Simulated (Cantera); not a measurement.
A freely propagating, adiabatic, planar premixed flame of H2 : O2 : N2 = 1 : 0.667 : 2.51 (molar parts), unburnt at 325 K and 0.420 bar; mixture-averaged transport, grid criteria slope 0.08 and curve 0.16, no radiation.

Computed with Cantera and the H2/O2 subset of GRI-Mech 3.0, which has no nitrogen chemistry. Burning velocities carry a grid error of a few per cent, more on coarse grids.

Task: What does this change do: 0.15 parts H2O added?

Result: 
```
quantity                    before     after
------------------------  --------  --------
laminar burning velocity  178 cm/s  161 cm/s
thermal thickness          1.05 mm  0.999 mm
peak x(OH)                  0.0121    0.0109
peak x(H2O2)               6.88e-5   6.96e-5
peak x(HO2)               0.000272  0.000294
peak x(O)                   0.0111   0.00909
```

Task: What does this change do: H2 1 to 0.77 parts?

Result: 
| quantity | before | after |
|---|---|---|
| laminar burning velocity | 178 cm/s | 103 cm/s |
| thermal thickness | 1.05 mm | 1.05 mm |
| peak x(OH) | 0.0121 | 0.00709 |
| peak x(H2O2) | 6.88e-5 | 5.68e-5 |
| peak x(HO2) | 0.000272 | 0.000235 |
| peak x(O) | 0.0111 | 0.00752 |
Lean hydrogen flames are cellular in practice and burn faster than this planar one.

Task: What does this change do: O2 0.667 to 0.84 parts?

Result: 
```
quantity                    before     after
------------------------  --------  --------
laminar burning velocity  178 cm/s  168 cm/s
thermal thickness          1.05 mm  0.956 mm
peak x(OH)                  0.0121    0.0125
peak x(H2O2)               6.88e-5   6.87e-5
peak x(HO2)               0.000272  0.000298
peak x(O)                   0.0111    0.0128
```
Lean hydrogen flames are cellular in practice and burn faster than this planar one.
